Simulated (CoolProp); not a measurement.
Nitrogen at 298.15 K and 10.2 MPa flows at 3.9 m/s in a round tube of 4.6 mm bore and 0.25 µm roughness, fully developed (64/Re and Nu = 3.66 if laminar; Colebrook and Gnielinski if turbulent). Each further row changes one setting.

Model: reference Helmholtz-energy equation of state, Span 2000, in CoolProp.

```csv
case,Reynolds number,Darcy friction factor,pressure drop (Pa/m),heat-transfer coefficient (W/(m² K)),mass flow (kg/h)
as stated,103000,0.0182,___,1340,___
velocity 7.8 m/s,206000,___,12100,___,53.5
diameter 9.2 mm,206000,___,___,1160,107
```

Q: Some entries are withheld; supply them.

A: 
- as stated, pressure drop (Pa/m): 3450
- as stated, mass flow (kg/h): 26.8
- velocity 7.8 m/s, Darcy friction factor: 0.0160
- velocity 7.8 m/s, heat-transfer coefficient (W/(m² K)): 2350
- diameter 9.2 mm, Darcy friction factor: 0.0158
- diameter 9.2 mm, pressure drop (Pa/m): 1500

Viscosity comes from a separate model (Lemmon 2004). Thermal conductivity comes from a separate model (Lemmon 2004).
